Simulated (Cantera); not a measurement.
What does this Cantera script print?

```python
import numpy as np
import cantera as ct

gas_names = [...]  # 95 gases of nasa_gas.yaml made of C, F, H
cond_names = """
    C(gr) C6H6(L) C7H8(L) C8H18(L),n-octa
""".split()


# ... load() reads the species with a 1 bar reference pressure and builds the phases ...
atoms = {
    'C2F6': {'C': 2, 'F': 6},
    'F2': {'F': 2},
    'H2': {'H': 2},
}
top_T = {'C(gr)': 4500}  # K; cautious upper limits of use, not melting points


# ... equilibrate(T, P, feed) seeds the gas with the atoms and calls Mixture.equilibrate('TP', solver="vcs", rtol=1e-11, max_steps=5000) ...
results = []
feed = {'C2F6': 1, 'F2': 0.032, 'H2': 1.5}  # mol
P = 84  # Pa
for T in [2550, 2650, 2750, 2850, 2950, 3050, 3150, 3250, 3350]:
    mix = equilibrate(T, P, feed)
    results.append((T, P, feed, dict(zip(mix.species_names, mix.species_moles))))

top = {s: max(r[3][s] / sum(r[3][g] for g in gas_names) for r in results) for s in gas_names}
cols = sorted((s for s in top if top[s] > 1e-06), key=lambda s: -top[s])[:6]
seen = [c for c in cond_names if any(r[3].get(c, 0) > 1e-12 for r in results)]
print("log10 of partial pressures in bar; condensed amounts in mol")
print(f"{'T/K':>10s}" + "".join(f"{s[:9]:>10s}" for s in cols + seen))
for T, P, feed, n in results:
    ng = sum(n[g] for g in gas_names)
    print(f"{T:10.4g}" + "".join(f"{np.log10(max(n[s] / ng * P / 1e5, 1e-99)):10.3f}" for s in cols)
          + "".join(f"{n.get(c, 0):10.4g}" for c in seen))
```

It prints:

```
log10 of partial pressures in bar; condensed amounts in mol
       T/K         F        HF         H         C        C3        CF     C(gr)
      2550    -3.407    -3.380    -5.609    -6.486    -5.973    -4.828     1.778
      2650    -3.403    -3.392    -5.167    -5.934    -5.349    -4.701     1.694
      2750    -3.408    -3.420    -4.765    -5.423    -4.773    -4.592     1.339
      2850    -3.430    -3.493    -4.420    -4.948    -4.238    -4.509   0.05944
      2950    -3.409    -3.571    -4.150    -4.683    -4.275    -4.569         0
      3050    -3.385    -3.693    -3.950    -4.454    -4.363    -4.639         0
      3150    -3.365    -3.863    -3.816    -4.257    -4.500    -4.725         0
      3250    -3.352    -4.074    -3.736    -4.096    -4.701    -4.836         0
      3350    -3.346    -4.311    -3.692    -3.977    -4.987    -4.978         0
```

Method: chemical equilibrium by Gibbs-energy minimisation in Cantera with the NASA 1993 tables (ideal gas, pure condensed phases). The feed counts by its element totals alone.
